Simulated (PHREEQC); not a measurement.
Dissolve 0.008 mol/kgw HF and 0.0083 mol/kgw NH4F at 20 °C. Closed to the air; pH follows from the charge balance.

All values are PHREEQC results (ion-association model, phreeqc.dat), not measurements.

```csv
quantity,before,after
pH,3.19,4.14
HF (mol/kgw),0.00706,0.00609
HF2- (mol/kgw),0.000228,0.00182
```

**Question.** What was changed between the two runs?
A. temperature from 20 to 5 °C
B. diluted 10-fold with water
C. NH4F from 0.0083 to 0.083 mol/kgw
D. NH4F left out
E. HF replaced by Na2SiF6 at the same molality

**Answer.** C, NH4F from 0.0083 to 0.083 mol/kgw

This is a speciation only: nothing precipitates in the calculation.
